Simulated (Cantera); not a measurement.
## Catalytic stagnation flow on Pt

A jet of CH₄ : O₂ : N₂ = 0.044 : 0.061 : 0.79 (molar parts) at 300 K and 9800 Pa hits a platinum plate 8.2 cm away at a mass flux of 0.073 kg/m²/s; the plate temperature is set and raised in steps from an oxygen-covered start.

Computed with Cantera and Deutschmann's 1995 Pt surface mechanism with GRI-Mech 3.0 gas chemistry. Catalytic surfaces can have several steady states; this one follows from the mechanism file's or the stated starting coverage.

```
plate T (K)  wall x CH₄  wall x O₂  wall x H₂O  wall x OH  wall x CO  wall x CO₂  θ free Pt      θ H*   θ CO*     θ C*
-----------  ----------  ---------  ----------  ---------  ---------  ----------  ---------  --------  ------  -------
850              0.0104    0.00378      0.0713      <1e-8     0.0353     0.00640      0.420   9.45e-5   0.569   0.0107
900             0.00756    0.00283      0.0744      <1e-8     0.0433    0.000499      0.504  0.000798   0.364    0.131
950             0.00488    0.00192      0.0732      <1e-8     0.0460    0.000552      0.636   0.00148   0.248    0.115
1000            0.00319    0.00133      0.0718      <1e-8     0.0469     0.00152      0.788   0.00166   0.171   0.0390
1050            0.00255    0.00111      0.0699      <1e-8     0.0458     0.00357      0.886   0.00160   0.100   0.0125
1100            0.00230    0.00104      0.0674      <1e-8     0.0435     0.00658      0.939   0.00150  0.0544  0.00463
```
x: mole fraction at the wall; θ: surface coverage.
